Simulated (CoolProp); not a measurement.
Vapour-liquid equilibrium of R22 (1) + methanol (2) at 266.2 K; x and y are mole fractions of (1).

Computed with CoolProp (multi-fluid Helmholtz-energy mixture model, Kamei 1995 and de Reuck 1993; pair parameters Bell 2016).

Q: Give the bubble pressure and the first vapour's composition at x = 0.05, 0.45, 0.95. Is there an azeotrope?

A: x = 0.05: 0.03703 MPa, y = 0.933; x = 0.45: 0.2252 MPa, y = 0.992; x = 0.95: 0.3746 MPa, y = 0.999. No azeotrope shows between x = 0.05 and 0.95.

Pair parameters are fitted to limited data, so mixtures are less certain than the pure fluids. With so large a gap from Raoult's law the liquid may split in two, which this calculation doesn't test in full.
